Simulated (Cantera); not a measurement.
Transport properties of process gases

Gas mixture: NO : CO₂ = 0.67 : 0.42 (molar parts), at 24000 Pa, frozen composition.

Cantera's kinetic-theory transport with the Lennard-Jones parameters of GRI-Mech 3.0, ideal gas; thermal conductivity in the mixture-averaged form. The composition is frozen, though it would react at the higher temperatures.

```tsv
T (K)	ρ (kg/m³)	cp (J/kg/K)	μ (µPa s)	λ (mW/m/K)	Pr	D (cm²/s) OH	D (cm²/s) CH₃	D (cm²/s) C₂H₂
400	0.255	969.5	21.6	29.5	0.711	2.00	1.42	1.04
600	0.170	1058	29.5	43.5	0.716	4.01	2.90	2.15
800	0.128	1129	36.2	56.6	0.721	6.52	4.75	3.54
1000	0.102	1181	42.2	68.9	0.724	9.47	6.93	5.19
1200	0.0852	1217	47.7	80.2	0.724	12.8	9.42	7.06
1400	0.0730	1244	52.9	90.9	0.724	16.6	12.2	9.15
1600	0.0639	1266	57.8	101	0.724	20.7	15.2	11.4
```
D: mixture-averaged diffusion coefficient of that species in the mixture.
